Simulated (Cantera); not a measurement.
Feed: 1 mol SiO2, 0.01 mol Si, 0.42 mol H2, equilibrated at 1898.15 K.

Equilibrium computed with Cantera from the NASA thermochemical tables; the gas is ideal and each condensed phase is pure. Candidate condensed phases: H2O, Si, SiO2; 18 gas species. Each liquid is taken as pure. Mutual solubility and eutectic melting of coexisting phases are not modelled. The tables hold silica as quartz up to 1696 K and as liquid above; real silica turns to tridymite and cristobalite and melts near 1996 K. Gases not in the tables: Si2H6 and higher silanes. The numbers say what is thermodynamically allowed, not how fast it happens.

Task: Which condensed phases are stable at each of these points (P (Pa)): 1, 16, 250, 4000, 63000, 1000000?

Result: 
```tsv
P (Pa)	condensed phases	Si condensed (%)
1	SiO2(condensed)	63.8
16	SiO2(condensed)	87.2
250	SiO2(condensed)	95.7
4000	SiO2(condensed)	97.7
63000	SiO2(condensed)	98.0
1000000	Si(l) + SiO2(condensed)	99.5
```

From 1.00e-5 bar to 0.630 bar the condensed part is SiO2(condensed). At 10.0 bar the condensed part is Si(l) + SiO2(condensed).
